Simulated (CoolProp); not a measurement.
Vapour-liquid equilibrium of cyclohexane (1) + p-xylene (2) at 0.0258 MPa; x and y are mole fractions of (1).

Computed with CoolProp (multi-fluid Helmholtz-energy mixture model, Zhou 2014 and Zhou 2012; pair parameters Bell 2016).

```json
[
 {"x": "0.05", "bubble temperature, mixture model (°C)": "85.3", "bubble temperature, Raoult's law (°C)": "87.4", "y, mixture model": "0.293", "y, Raoult's law": "0.239"},
 {"x": "0.125", "bubble temperature, mixture model (°C)": "75.9", "bubble temperature, Raoult's law (°C)": "79.7", "y, mixture model": "0.542", "y, Raoult's law": "0.476"},
 {"x": "0.2", "bubble temperature, mixture model (°C)": "69.0", "bubble temperature, Raoult's law (°C)": "73.4", "y, mixture model": "0.679", "y, Raoult's law": "0.626"},
 {"x": "0.275", "bubble temperature, mixture model (°C)": "63.9", "bubble temperature, Raoult's law (°C)": "68.1", "y, mixture model": "0.763", "y, Raoult's law": "0.727"},
 {"x": "0.35", "bubble temperature, mixture model (°C)": "59.8", "bubble temperature, Raoult's law (°C)": "63.6", "y, mixture model": "0.818", "y, Raoult's law": "0.797"},
 {"x": "0.425", "bubble temperature, mixture model (°C)": "56.5", "bubble temperature, Raoult's law (°C)": "59.8", "y, mixture model": "0.858", "y, Raoult's law": "0.849"},
 {"x": "0.5", "bubble temperature, mixture model (°C)": "53.7", "bubble temperature, Raoult's law (°C)": "56.4", "y, mixture model": "0.888", "y, Raoult's law": "0.887"},
 {"x": "0.575", "bubble temperature, mixture model (°C)": "51.3", "bubble temperature, Raoult's law (°C)": "53.4", "y, mixture model": "0.912", "y, Raoult's law": "0.916"},
 {"x": "0.65", "bubble temperature, mixture model (°C)": "49.2", "bubble temperature, Raoult's law (°C)": "50.7", "y, mixture model": "0.931", "y, Raoult's law": "0.939"},
 {"x": "0.725", "bubble temperature, mixture model (°C)": "47.3", "bubble temperature, Raoult's law (°C)": "48.3", "y, mixture model": "0.948", "y, Raoult's law": "0.957"},
 {"x": "0.8", "bubble temperature, mixture model (°C)": "45.5", "bubble temperature, Raoult's law (°C)": "46.1", "y, mixture model": "0.964", "y, Raoult's law": "0.972"},
 {"x": "0.875", "bubble temperature, mixture model (°C)": "43.8", "bubble temperature, Raoult's law (°C)": "44.1", "y, mixture model": "0.978", "y, Raoult's law": "0.984"},
 {"x": "0.95", "bubble temperature, mixture model (°C)": "42.2", "bubble temperature, Raoult's law (°C)": "42.3", "y, mixture model": "0.991", "y, Raoult's law": "0.994"}
]
```

The largest gap from Raoult's law is -4.4 K in bubble temperature, at x = 0.2. No azeotrope shows between x = 0.05 and 0.95.

The pair parameters rest on a limited set of measurements; away from them the model extrapolates.
